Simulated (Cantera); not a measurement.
A closed system holds: 1 mol BN, 6.1 mol HCl, 6.9 mol H2, equilibrated at 0.133 bar.

Equilibrium computed with Cantera from the NASA thermochemical tables; the gas is ideal and each condensed phase is pure. Candidate condensed phases: B, BN, NH4Cl; 21 gas species. The tables' values for BCl2, BCl are old estimates; treat these amounts as uncertain. Gases not in the tables: BHCl2. Rates play no part. All values below are at 1425 °C.

Base state: H2 0.537, HCl 0.455, BCl3 0.00429, N2 0.00234, H 0.000290, BCl2 0.000243, Cl 0.000191, BCl 0.000145 (mole fractions); condensed: BN(s).

Problem. What changes in the equilibrium state with this change: BN replaced by Si3N4?

Solution. 
```csv
species,before,after
H2,0.537,0.605
HCl,0.455,0.226
SiCl2,0,0.0916
N2,0.00234,0.0677
BCl3,0.00429,0
SiCl3,0,0.00789
SiCl4,0,0.00134
SiHCl3,0,0.000693
BCl2,0.000243,0
BCl,0.000145,0
"BN(s), mol",0.939,0
"Si3N4(s), mol",0,0.531
```
The tables' values for SiCl3, SiCl are old estimates; treat these amounts as uncertain. Further candidate phases: Si, Si3N4.
